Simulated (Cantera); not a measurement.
## Ta₂O₅ + C + CO + CH₄ (carbothermic reduction)

Charge: 1 mol Ta₂O₅, 7.8 mol C, 0.59 mol CO, 2 mol CH₄, at 10.0 mbar.

Method: chemical equilibrium by Gibbs-energy minimisation in Cantera with the NASA 1993 tables (ideal gas, pure condensed phases). Candidate condensed phases: C, C₆H₆, C₇H₈, C₈H₁₈, H₂O, Ta, TaC, Ta₂O₅; 113 gas species. TaC: taken at fixed stoichiometry. Condensed phases not in the tables: Ta₂C. Rates play no part.

```
T (K)   x H₂   x CO       x H     x H₂O     x CH₄    x CO₂  n C(graphite)  n Ta₂O₅(s)  n TaC(s)
-----  -----  -----  --------  --------  --------  -------  -------------  ----------  --------
823    0.867  0.108  6.83e-11    0.0124   0.00701  0.00560           9.85        1.00         0
1023   0.871  0.128   3.86e-8  0.000306  0.000569  5.88e-5           9.80        1.00         0
1223   0.417  0.583   1.94e-6   4.88e-5   2.32e-5  4.67e-5           2.80           0      2.00
1423   0.417  0.583   4.29e-5   7.50e-6   6.62e-6  4.63e-6           2.80           0      2.00
1623   0.417  0.583  0.000446   1.84e-6   2.58e-6  8.29e-7           2.80           0      2.00
1823   0.415  0.582   0.00279   6.15e-7   1.23e-6  2.21e-7           2.80           0      2.00
2023   0.408  0.579    0.0121   2.53e-7   6.66e-7  7.70e-8           2.79           0      2.00
2223   0.388  0.571    0.0399   1.17e-7   3.76e-7  3.23e-8           2.78           0      2.00
2423   0.341  0.553     0.104   5.58e-8   1.99e-7  1.51e-8           2.74           0      2.00
2623   0.260  0.520     0.215   2.46e-8   8.39e-8  7.53e-9           2.68           0      2.00
```
x: gas mole fraction; n: condensed amount in mol.

From 823 K to 1023 K the condensed part is C(graphite) + Ta₂O₅(s). From 1223 K to 2623 K the condensed part is C(graphite) + TaC(s).
